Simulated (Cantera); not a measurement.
A closed system holds: 1 mol CCl4, 1.7 mol HCl, 0.042 mol Si, equilibrated at 2702 °C and 100000 Pa.

Cantera equilibrium calculation (NASA polynomials, part measured and part estimated; ideal gas, pure solids and liquids). Candidate condensed phases: C, C6H6, C7H8, C8H18, Si, SiC; 109 gas species. The tables' values for SiCl3, SiCl, CCl are old estimates; treat these amounts as uncertain. The numbers say what is thermodynamically allowed, not how fast it happens.

Base state: Cl 0.688, HCl 0.290, SiCl2 0.00619, H 0.00613, Cl2 0.00564, H2 0.00176, SiCl3 0.00103, C2HCl 0.000366 (mole fractions); condensed: C(graphite).

Problem. What changes in the equilibrium state with this change: Si from 0.042 to 0.09 mol?

Solution. 
| species | before | after |
|---|---|---|
| Cl | 0.688 | 0.677 |
| HCl | 0.290 | 0.292 |
| SiCl2 | 0.00619 | 0.0134 |
| Si | 1.15e-5 | 2.57e-5 |
| SiC2 | 9.24e-6 | 2.07e-5 |
| SiCl | 9.83e-5 | 0.000216 |
| SiCl3 | 0.00103 | 0.00219 |
| SiCl4 | 7.23e-5 | 0.000152 |
| C(graphite), mol | 0.986 | 0.986 |

Problem. What changes in the equilibrium state with this change: temperature from 2702 °C to 927 °C?

Solution. 
```csv
species,before,after
Cl2,0.00564,0.521
HCl,0.290,0.464
SiCl4,7.23e-5,0.0115
Cl,0.688,0.00341
SiCl2,0.00619,<1e-9
H,0.00613,<1e-9
"C(graphite), mol",0.986,0.999
```
Gases not in the tables: chlorinated aromatics.

Problem. What changes in the equilibrium state with this change: pressure from 100000 Pa to 13300 Pa?

Solution. 
| species | before | after |
|---|---|---|
| Cl | 0.688 | 0.712 |
| HCl | 0.290 | 0.233 |
| H | 0.00613 | 0.0357 |
| SiCl2 | 0.00619 | 0.00537 |
| SiCl4 | 7.23e-5 | 1.19e-6 |
| Si | 1.15e-5 | 0.000524 |
| SiC2 | 9.24e-6 | 0.000421 |
| SiCl3 | 0.00103 | 0.000123 |
| C5 | 4.04e-6 | 3.03e-5 |
| C(graphite), mol | 0.986 | 0.944 |
The tables' values for SiCl, SiCl3, CCl are old estimates; treat these amounts as uncertain.
